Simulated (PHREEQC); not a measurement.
1 kg of water holding 0.062 mol NaCl and 0.26 mol NaOH meets 20 L of dry gas (CO2 0.68, N2 0.32 by moles) at fixed total pressure, at 40 °C; fugacities by Peng-Robinson. The gases take part in no redox reaction, some water evaporates into the gas, and hydrates or a liquid gas phase aren't modelled. No solid was allowed to form.

Computed with PHREEQC (ion-association model, phreeqc.dat).

| P (atm) | dissolved CO2 (all carbonate carbon) (mol/kgw) | φ of CO2 | p of CO2 (atm) | dissolved N2 (mol/kgw) | φ of N2 | p of N2 (atm) |
|---|---|---|---|---|---|---|
| 2 | 0.284 | 0.991 | 1.17 | 0.000393 | 1.001 | 0.753 |
| 5 | 0.329 | 0.977 | 3.21 | 0.000895 | 1.002 | 1.72 |
| 20 | 0.526 | 0.911 | 13.3 | 0.00340 | 1.012 | 6.58 |
| 30 | 0.640 | 0.869 | 20.1 | 0.00506 | 1.020 | 9.81 |
| 40 | 0.740 | 0.828 | 26.9 | 0.00671 | 1.030 | 13.0 |
| 75 | 0.996 | 0.697 | 50.6 | 0.0126 | 1.079 | 24.3 |
| 100 | 1.10 | 0.615 | 67.6 | 0.0170 | 1.130 | 32.3 |
| 150 | 1.20 | 0.486 | 102 | 0.0266 | 1.252 | 48.2 |
| 300 | 1.28 | 0.320 | 203 | 0.0521 | 1.458 | 96.1 |
| 400 | 1.32 | 0.284 | 271 | 0.0653 | 1.536 | 128 |

Away from 25 °C the constants follow the database's enthalpies or fits; those with neither stay at their 25 °C values.
